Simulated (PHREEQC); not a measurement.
Make-up at 25 °C: 0.014 mol FeCl3, 9.6e-05 mol Na2SeO4 and 0.036 mol H2SO4 per kg of water. Closed to the air; pH follows from the charge balance.

Equilibrium calculation in PHREEQC: ion-association model, wateq4f.dat.

The pH is 1.35. The ionic strength comes out as 0.0868 mol/kgw and the total alkalinity comes out as -100 meq/kg.

| species | molality | activity | log γ |
|---|---|---|---|
| H+ | 0.0538 | 0.0447 | -0.080 |
| Cl- | 0.0413 | 0.0320 | -0.111 |
| HSO4- | 0.0159 | 0.0125 | -0.105 |
| FeSO4+ | 0.00924 | 0.00732 | -0.101 |
| SO4-2 | 0.00738 | 0.00288 | -0.409 |
| FeHSO4+2 | 0.00226 | 0.000876 | -0.411 |
| Fe+3 | 0.00122 | 0.000231 | -0.723 |
| Fe(SO4)2- | 0.000584 | 0.000461 | -0.103 |
| FeCl+2 | 0.000569 | 0.000224 | -0.405 |
| Na+ | 0.000189 | 0.000150 | -0.102 |
| FeOH+2 | 8.47e-5 | 3.33e-5 | -0.405 |

This is a speciation only: nothing precipitates in the calculation. The solution is supersaturated, for example in Hematite (slow to form), Goethite (slow to form), so a real one may precipitate; this is no full list.
